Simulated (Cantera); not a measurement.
A freely propagating, adiabatic, planar premixed flame of 24.7 % CO, 10.6 % H2, 1.48 % CH4, 13.8 % O2, 49.4 % N2, equivalence ratio 1.5, unburnt at 550 K and 2.76 atm; mixture-averaged transport, grid criteria slope 0.08 and curve 0.16, no radiation.

Model: GRI-Mech 3.0 (53 species, 325 reactions), integrated in Cantera. Burning velocities carry a grid error of a few per cent, more on coarse grids.

Q: Predict: laminar burning velocity; thermal thickness; peak x(C2H).

A: laminar burning velocity: 292 cm/s
thermal thickness: 0.120 mm
peak x(C2H): <1e-8
